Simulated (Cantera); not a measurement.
Thermodynamics of tantalum, niobium, vanadium and zirconium in process gases, feed Ta + H2O

Feed: 1 mol Ta, 1.8 mol H2O, equilibrated at 2300 K and 2.60 Pa.

These are equilibrium values from Cantera (NASA tables, ideal gas, pure condensed phases), not measurements of a reactor. Candidate condensed phases: H2O, Ta, Ta2O5; 12 gas species. Kinetics and transport are ignored.

* **x(H)**: 0.641
* **x(TaO2)**: 0.191
* **x(H2)**: 0.114
* **x(TaO)**: 0.0509
* **x(O)**: 0.00160
* **x(H2O)**: 0.000460
* **x(OH)**: 0.000417
* **x(O2)**: 2.69e-6
* **gas amount**: 4.133 mol
* **log10 activity of Ta(s) (absent)**: -0.99
* **log10 activity of Ta2O5(l) (absent)**: -2.38
